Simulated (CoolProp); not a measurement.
Values from CoolProp's reference Helmholtz-energy equation of state, Lemmon 2006. It is a short technical equation, of lower accuracy than the large ones.

Question: Give the vapour pressure (kPa), liquid cp (kJ/(kg K)), surface tension (mN/m) of saturated hydrogen sulfide at 276.6 K.

Answer: 
```tsv
T (K)	p (kPa)	liquid cp (kJ/(kg K))	surface tension (mN/m)
276.6	1140	2.11	15.3
```

Surface tension comes from a separate correlation (Mulero 2012).
